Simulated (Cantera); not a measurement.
Input: 1 mol FeS₂, 0.28 mol H₂S, 0.12 mol O₂, equilibrated at 19000 Pa.

Equilibrium computed with Cantera from the NASA thermochemical tables; the gas is ideal and each condensed phase is pure. Candidate condensed phases: Fe, FeO, Fe(OH)₂, Fe(OH)₃, FeS, FeSO₄, FeS₂, Fe₂O₃, Fe₂(SO₄)₃, Fe₃O₄, H₂O, H₂SO₄, S; 22 gas species. FeS: taken at fixed stoichiometry. Gases not in the tables: S₃ to S₇. Kinetics and transport are ignored. All values below are at 1150 K.

Base state: S₂ 0.637, H₂O 0.184, H₂S 0.122, SO₂ 0.0411, H₂ 0.0106, S₂O 0.00523, SH 0.000217, SO 0.000122 (mole fractions); condensed: FeS(s).

What changes in the equilibrium state with this change: pressure from 19000 Pa to 1500 Pa?


```csv
species,before,after
S₂,0.637,0.654
H₂O,0.184,0.203
H₂S,0.122,0.0837
H₂,0.0106,0.0256
SO₂,0.0411,0.0311
S₂O,0.00523,0.00246
SO,0.000122,0.000201
SH,0.000217,0.000341
"FeS(s), mol",1.00,1.00
```
